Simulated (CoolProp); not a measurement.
Values from CoolProp's reference Helmholtz-energy equation of state, Thol 2022.

**Question.** For vinyl chloride, give the phase and the cp (kJ/(kg K)), cv (kJ/(kg K)) at 308.3 K and 0.0287 MPa; 242.5 K and 0.0203 MPa.

**Answer.** 
- 308.3 K and 0.0287 MPa: gas; cp 0.882, cv 0.746
- 242.5 K and 0.0203 MPa: gas; cp 0.757, cv 0.619
